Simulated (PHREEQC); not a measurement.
Consider water at 25 °C with 0.079 mol H3PO4 and 0.00147 mol H2SO4 per kg of water. Closed to the air; pH follows from the charge balance.

Model: ion-association model, phreeqc.dat, run in PHREEQC.

This is a speciation only: nothing precipitates in the calculation.

Question: What pH, ionic strength, specific conductance does the model give?

Answer: pH 1.68; ionic strength 0.0244 mol/kgw; specific conductance 8220 µS/cm.

Question: In which forms is P present?

Answer: H3PO4 73 %, H2PO4- 27 % of the P.
